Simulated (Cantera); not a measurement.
Counterflow diffusion flame

A counterflow diffusion flame at 825 Torr, nozzles 20 mm apart: fuel side CH4 = 1 (molar parts) at 323 K, oxidiser side O2 : N2 = 0.25 : 0.75 (molar parts) at 348 K, fuel mass flux 0.79 times the oxidiser's; mixture-averaged transport, no radiation.

Cantera simulation using GRI-Mech 3.0 (53 species, 325 reactions); the numbers are that mechanism's predictions, not measurements. GRI-Mech 3.0 has no aromatics or soot, which form on the fuel side of real flames. The maximum strain rate includes the flame's own expansion and is several times the mean.

```tsv
oxidiser flux (kg/m²/s)	max strain (1/s)	mean strain (1/s)	T max (K)	peak x OH	peak x H	peak x NO	peak x CO	peak x C2H2
0.28	181	29.5	2230	0.0107	0.00473	0.000376	0.0705	0.0170
0.38	241	40.1	2214	0.0107	0.00493	0.000350	0.0692	0.0162
0.52	320	54.8	2201	0.0107	0.00514	0.000325	0.0680	0.0154
0.71	423	74.9	2188	0.0106	0.00534	0.000299	0.0669	0.0147
0.98	569	103	2176	0.0106	0.00557	0.000272	0.0661	0.0140
1.3	737	137	2163	0.0105	0.00573	0.000245	0.0654	0.0132
1.8	990	190	2146	0.0102	0.00588	0.000210	0.0648	0.0123
2.5	1320	264	2124	0.00989	0.00595	0.000173	0.0641	0.0113
3.5	1770	369	2100	0.00941	0.00595	0.000134	0.0639	0.0101
```
x: mole fraction; the columns are a selection and need not sum to one.
